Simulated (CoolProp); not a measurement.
Vapour-liquid equilibrium of toluene (1) + m-xylene (2) at 276.85 °C; x and y are mole fractions of (1).

The numbers come from the multi-fluid Helmholtz-energy mixture model, Lemmon 2006 and Zhou 2012; pair parameters Bell 2016 in CoolProp.

```json
[
 {"x": "0.05", "bubble pressure (kPa)": "1523", "y at the bubble point": "0.068", "dew pressure at overall composition x (kPa)": "1510", "liquid density (mol/L)": "(withheld)"},
 {"x": "0.125", "bubble pressure (kPa)": "1593", "y at the bubble point": "0.166", "dew pressure at overall composition x (kPa)": "(withheld)", "liquid density (mol/L)": "5.533"},
 {"x": "0.2", "bubble pressure (kPa)": "1665", "y at the bubble point": "0.258", "dew pressure at overall composition x (kPa)": "(withheld)", "liquid density (mol/L)": "5.564"},
 {"x": "0.275", "bubble pressure (kPa)": "1738", "y at the bubble point": "0.345", "dew pressure at overall composition x (kPa)": "1678", "liquid density (mol/L)": "5.594"},
 {"x": "0.35", "bubble pressure (kPa)": "1812", "y at the bubble point": "0.426", "dew pressure at overall composition x (kPa)": "1742", "liquid density (mol/L)": "5.623"},
 {"x": "0.425", "bubble pressure (kPa)": "1886", "y at the bubble point": "0.503", "dew pressure at overall composition x (kPa)": "1811", "liquid density (mol/L)": "5.653"},
 {"x": "0.5", "bubble pressure (kPa)": "1960", "y at the bubble point": "0.576", "dew pressure at overall composition x (kPa)": "1883", "liquid density (mol/L)": "5.682"},
 {"x": "0.575", "bubble pressure (kPa)": "2033", "y at the bubble point": "0.645", "dew pressure at overall composition x (kPa)": "(withheld)", "liquid density (mol/L)": "5.711"},
 {"x": "0.65", "bubble pressure (kPa)": "2106", "y at the bubble point": "0.711", "dew pressure at overall composition x (kPa)": "2039", "liquid density (mol/L)": "5.742"},
 {"x": "0.725", "bubble pressure (kPa)": "2177", "y at the bubble point": "0.775", "dew pressure at overall composition x (kPa)": "2121", "liquid density (mol/L)": "5.773"},
 {"x": "0.8", "bubble pressure (kPa)": "2248", "y at the bubble point": "(withheld)", "dew pressure at overall composition x (kPa)": "(withheld)", "liquid density (mol/L)": "5.807"},
 {"x": "0.875", "bubble pressure (kPa)": "2317", "y at the bubble point": "0.899", "dew pressure at overall composition x (kPa)": "2290", "liquid density (mol/L)": "5.844"},
 {"x": "0.95", "bubble pressure (kPa)": "(withheld)", "y at the bubble point": "0.959", "dew pressure at overall composition x (kPa)": "2374", "liquid density (mol/L)": "5.884"}
]
```

### Question
What belongs in the gaps?

### Answer

- 0.05, liquid density (mol/L): 5.501
- 0.125, dew pressure at overall composition x (kPa): 1563
- 0.2, dew pressure at overall composition x (kPa): 1619
- 0.575, dew pressure at overall composition x (kPa): 1959
- 0.8, y at the bubble point: 0.837
- 0.8, dew pressure at overall composition x (kPa): 2206
- 0.95, bubble pressure (kPa): 2384

No azeotrope shows between x = 0.05 and 0.95.

The pair parameters rest on a limited set of measurements; away from them the model extrapolates.
